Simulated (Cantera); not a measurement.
## Stirred combustor or abatement burner

A perfectly stirred reactor is fed with 26.9 % CO, 4.30 % H2, 13.0 % O2, 48.9 % N2, 6.98 % H2O, equivalence ratio 1.2, at 370000 Pa; it is adiabatic with a 375 K inlet, and is followed from long to short residence time, starting on the burning branch (τ in s: 0.043, 0.018, 0.0076, 0.0032, 0.0014, 0.00058, 0.00024, 0.0001, 4.4e-05, 1.8e-05, 7.8e-06, 3.3e-06).

Model: GRI-Mech 3.0 (53 species, 325 reactions), integrated in Cantera. The hydrogen kinetics of GRI-Mech 3.0 are dated; newer H2 mechanisms differ, most at raised pressure.

```json
[
 {"τ (s)": "0.043", "T (K)": "2347", "x CO": "0.0606", "x H2": "0.00521", "x O2": "0.00201", "x H": "0.000614", "x NO": "0.000984", "x HO2": "5.31e-7"},
 {"τ (s)": "0.018", "T (K)": "2335", "x CO": "0.0619", "x H2": "0.00536", "x O2": "0.00276", "x H": "0.000747", "x NO": "0.000811", "x HO2": "7.61e-7"},
 {"τ (s)": "0.0076", "T (K)": "2314", "x CO": "0.0642", "x H2": "0.00562", "x O2": "0.00405", "x H": "0.000983", "x NO": "0.000595", "x HO2": "1.21e-6"},
 {"τ (s)": "0.0032", "T (K)": "2279", "x CO": "0.0680", "x H2": "0.00607", "x O2": "0.00613", "x H": "0.00139", "x NO": "0.000388", "x HO2": "2.06e-6"},
 {"τ (s)": "0.0014", "T (K)": "2230", "x CO": "0.0733", "x H2": "0.00671", "x O2": "0.00900", "x H": "0.00203", "x NO": "0.000237", "x HO2": "3.57e-6"},
 {"τ (s)": "0.00058", "T (K)": "2157", "x CO": "0.0806", "x H2": "0.00765", "x O2": "0.0130", "x H": "0.00316", "x NO": "0.000136", "x HO2": "6.52e-6"},
 {"τ (s)": "0.00024", "T (K)": "2063", "x CO": "0.0897", "x H2": "0.00881", "x O2": "0.0181", "x H": "0.00498", "x NO": "8.41e-5", "x HO2": "1.19e-5"},
 {"τ (s)": "0.00010", "T (K)": "1944", "x CO": "0.101", "x H2": "0.00996", "x O2": "0.0243", "x H": "0.00762", "x NO": "5.87e-5", "x HO2": "2.15e-5"},
 {"τ (s)": "4.4e-5", "T (K)": "1799", "x CO": "0.116", "x H2": "0.0105", "x O2": "0.0324", "x H": "0.0103", "x NO": "3.97e-5", "x HO2": "3.82e-5"},
 {"τ (s)": "1.8e-5", "T (K)": "375", "x CO": "0.269", "x H2": "0.0430", "x O2": "0.130", "x H": "<1e-12", "x NO": "<1e-12", "x HO2": "<1e-12"},
 {"τ (s)": "7.8e-6", "T (K)": "375", "x CO": "0.269", "x H2": "0.0430", "x O2": "0.130", "x H": "<1e-12", "x NO": "<1e-12", "x HO2": "<1e-12"},
 {"τ (s)": "3.3e-6", "T (K)": "375", "x CO": "0.269", "x H2": "0.0430", "x O2": "0.130", "x H": "<1e-12", "x NO": "<1e-12", "x HO2": "<1e-12"}
]
```
x: mole fraction; the columns are a selection and need not sum to one.
